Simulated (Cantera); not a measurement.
# Ignition delay

Mixture: 20.3 % H2, 21.5 % O2, 58.2 % N2, equivalence ratio 0.47, at 2900000 Pa, adiabatic and at constant pressure. Ignition delay is the time to a rise of 400 K.

Model: GRI-Mech 3.0 (53 species, 325 reactions), integrated in Cantera. The hydrogen kinetics of GRI-Mech 3.0 are dated; newer H2 mechanisms differ, most at raised pressure. The pressure lies above the range GRI-Mech 3.0 was tuned for (to about 10 atm).

```json
[
 {"T0 (K)": "950", "delay (ms)": "20.7"},
 {"T0 (K)": "1025", "delay (ms)": "3.76"},
 {"T0 (K)": "1100", "delay (ms)": "0.836"},
 {"T0 (K)": "1175", "delay (ms)": "0.212"},
 {"T0 (K)": "1250", "delay (ms)": "0.0564"},
 {"T0 (K)": "1325", "delay (ms)": "0.0139"},
 {"T0 (K)": "1400", "delay (ms)": "0.00260"},
 {"T0 (K)": "1475", "delay (ms)": "0.000873"},
 {"T0 (K)": "1550", "delay (ms)": "0.000507"},
 {"T0 (K)": "1625", "delay (ms)": "0.000354"}
]
```

The apparent activation energy between 1475 and 1625 K is 120 kJ/mol.
